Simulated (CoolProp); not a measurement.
CH2F2 (R32) along the isobar 375 kPa: density (kg/m³) from the reference equation and from simpler models built on Tc = 78.1 °C, pc = 5783 kPa, ω = 0.277; each cubic takes its own stable root.

Computed with CoolProp (reference Helmholtz-energy equation of state, Tillner-Roth 1997).

```csv
T (°C),phase,reference
-99.75,liquid,1339
-62.45,liquid,1243
-25.05,liquid,1136
12.35,gas,8.703
49.75,gas,7.529
87.05,gas,6.669
124.45,gas,5.999
161.85,gas,5.457
```

Problem. How far does each simpler model (van der Waals, Redlich-Kwong) lie from the reference over these 8 states: mean and median of the absolute difference, and the worst?

Solution. 
- van der Waals: mean 31.5 %, median 1.8 %, worst -99.1 % at -25.05 °C and 375 kPa
- Redlich-Kwong: mean 18.9 %, median 1.1 %, worst -99.1 % at -25.05 °C and 375 kPa

At some of these states van der Waals, Redlich-Kwong gives the other phase, because its saturation line lies elsewhere.
